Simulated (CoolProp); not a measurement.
Properties of octamethyltrisiloxane (MDM) along the isobar 232 kPa (Tc = 565.4 K, pc = 1438 kPa, ω = 0.528).

Model: reference Helmholtz-energy equation of state, Thol 2017, in CoolProp.

| T (K) | phase | density (kg/m³) | cv (kJ/(kg K)) | speed of sound (m/s) | fugacity coefficient |
|---|---|---|---|---|---|
| 514.8 | gas | 13.98 | 1.943 | 124.6 | 0.9233 |
| 520.8 | gas | 13.76 | 1.956 | 125.9 | … |
| 526.8 | gas | 13.55 | 1.968 | 127.1 | 0.9298 |
| 532.9 | gas | 13.34 | 1.981 | 128.4 | 0.9328 |
| 538.9 | gas | 13.15 | 1.993 | … | 0.9356 |
| 544.9 | gas | 12.96 | 2.005 | 130.7 | 0.9383 |
| 550.9 | gas | … | 2.017 | 131.8 | 0.9409 |
| 556.9 | gas | … | 2.029 | 132.9 | 0.9433 |
| 563 | gas | … | 2.041 | … | 0.9456 |
| 569 | gas | 12.27 | 2.053 | 135.1 | 0.9478 |
| 575 | gas | 12.11 | 2.065 | 136.1 | … |

Question: Complete the blanks.

Answer: 
- 520.8, fugacity coefficient: 0.9266
- 538.9, speed of sound (m/s): 129.5
- 550.9, density (kg/m³): 12.78
- 556.9, density (kg/m³): 12.61
- 563, density (kg/m³): 12.44
- 563, speed of sound (m/s): 134.0
- 575, fugacity coefficient: 0.9499
